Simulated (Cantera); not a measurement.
**Equilibrium for abatement and gas-phase synthesis: N₂O + H₂ + O₂**

Charge: 1 mol N₂O, 0.24 mol H₂, 1 mol O₂, equilibrated at 44.0 mbar.

Cantera equilibrium calculation (NASA polynomials, part measured and part estimated; ideal gas, pure solids and liquids). Candidate condensed phases: H₂O; 24 gas species. The numbers say what is thermodynamically allowed, not how fast it happens.

From 1475 K to 2075 K nothing is condensed.

| T (K) | x O₂ | x N₂ | x H₂O | x NO | x OH |
|---|---|---|---|---|---|
| 1475 | 0.526 | 0.381 | 0.0915 | 0.00119 | 0.000165 |
| 1575 | 0.526 | 0.381 | 0.0914 | 0.00191 | 0.000383 |
| 1675 | 0.525 | 0.380 | 0.0912 | 0.00289 | 0.000803 |
| 1775 | 0.524 | 0.379 | 0.0907 | 0.00418 | 0.00155 |
| 1875 | 0.522 | 0.378 | 0.0900 | 0.00580 | 0.00277 |
| 1975 | 0.520 | 0.377 | 0.0889 | 0.00777 | 0.00467 |
| 2075 | 0.516 | 0.375 | 0.0871 | 0.0101 | 0.00744 |
x: gas mole fraction; nothing condenses.
